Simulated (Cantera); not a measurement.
Feed: 1 mol SiH₄, 0.62 mol C₂H₄, 18 mol H₂, at 1900 K and 0.133 bar.

Cantera equilibrium calculation (NASA polynomials, part measured and part estimated; ideal gas, pure solids and liquids). Candidate condensed phases: C, C₆H₆, C₇H₈, C₈H₁₈, Si, SiC; 87 gas species. Rates play no part.

Base state: H₂ 0.997, H 0.00217, C₂H₂ (acetylene) 0.000381, CH₄ 7.45e-5 (mole fractions); condensed: C(graphite) + SiC(s).

What changes in the equilibrium state with this change: SiH₄ replaced by SiHCl₃?


```
species           before     after
----------------  ------  --------
H₂                 0.997     0.859
HCl                    0     0.136
SiCl₂                  0   0.00218
Cl                     0  0.000241
SiCl₃                  0   3.90e-5
C(graphite), mol   0.222     0.272
SiC(s), mol        1.000     0.952
```
The tables' values for SiCl₃ are old estimates; treat these amounts as uncertain.
